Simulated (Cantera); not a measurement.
Cantera run, input and output.

```python
import numpy as np
import cantera as ct

gas = ct.Solution("gri30.yaml")
gas.TPX = 348, 260000, {'CH4': 1, 'C2H6': 1.5, 'O2': 5.58, 'N2': 21, 'H2O': 0.88}
flame = ct.FreeFlame(gas, width=0.02)
flame.set_refine_criteria(ratio=3, slope=0.08, curve=0.16)
flame.transport_model = "mixture-averaged"
flame.solve(loglevel=0, auto=True)
z, T = flame.grid, flame.T
thick = (T[-1] - T[0]) / np.gradient(T, z).max()
show = ['CH4', 'C2H6', 'O2', 'C2H2', 'CO', 'OH']
print(f"laminar burning velocity  {flame.velocity[0] * 100:.3f} cm/s")
print(f"burnt temperature         {T[-1]:.1f} K")
print(f"thermal thickness         {thick * 1e3:.4f} mm")
print(f"grid points               {len(z)}")
z0 = z[flame.heat_release_rate.argmax()]
print(f"{'z/mm':>9s}{'T/K':>9s}{'u/(m/s)':>9s}" + "".join(f"{s:>11s}" for s in show))
rows = []
for k in (-3, -2, -1.5, -1, -0.5, -0.25, 0, 0.25, 0.5, 1, 2, 4, 8):
    zz = z0 + k * thick
    rows.append([k * thick, np.interp(zz, z, T), np.interp(zz, z, flame.velocity),
                 *(np.interp(zz, z, flame.X[gas.species_index(s)]) for s in show)])
    print(f"{rows[-1][0] * 1e3:9.3f}{rows[-1][1]:9.1f}{rows[-1][2]:9.3f}" + "".join(f"{x:11.3e}" for x in rows[-1][3:]))
```

Output:

```
laminar burning velocity  26.090 cm/s
burnt temperature         2078.2 K
thermal thickness         0.2494 mm
grid points               145
     z/mm      T/K  u/(m/s)        CH4       C2H6         O2       C2H2         CO         OH
   -0.748    348.2    0.261  3.331e-02  4.999e-02  1.859e-01  2.725e-08  3.992e-06  5.309e-16
   -0.499    351.5    0.265  3.312e-02  4.979e-02  1.850e-01  9.008e-07  8.675e-05  1.899e-13
   -0.374    368.3    0.279  3.266e-02  4.940e-02  1.829e-01  7.481e-06  5.476e-04  7.116e-12
   -0.249    488.6    0.375  3.046e-02  4.705e-02  1.720e-01  8.729e-05  4.401e-03  5.908e-10
   -0.125    997.3    0.791  2.210e-02  3.005e-02  1.224e-01  7.208e-04  2.587e-02  3.449e-06
   -0.062   1413.8    1.144  1.471e-02  1.099e-02  7.646e-02  1.565e-03  4.817e-02  7.002e-05
    0.000   1781.5    1.461  5.655e-03  5.308e-04  3.172e-02  2.448e-03  6.906e-02  6.223e-04
    0.062   1951.3    1.600  9.559e-04  3.940e-06  9.231e-03  1.061e-03  7.292e-02  1.584e-03
    0.125   2001.4    1.637  1.377e-04  7.423e-08  2.554e-03  2.517e-04  6.930e-02  1.943e-03
    0.249   2028.5    1.653  5.740e-06  1.433e-10  4.029e-04  1.895e-05  6.476e-02  1.770e-03
    0.499   2047.7    1.666  1.250e-07  7.713e-14  1.276e-04  5.696e-07  6.333e-02  1.299e-03
    0.997   2062.9    1.677  2.509e-09  1.394e-16  4.789e-05  1.033e-08  6.346e-02  8.171e-04
    1.995   2072.2    1.684  1.140e-10  3.000e-18  1.507e-05  3.456e-10  6.367e-02  4.623e-04
```

Detailed kinetics in Cantera: GRI-Mech 3.0 (53 species, 325 reactions). Burning velocities carry a grid error of a few per cent, more on coarse grids.
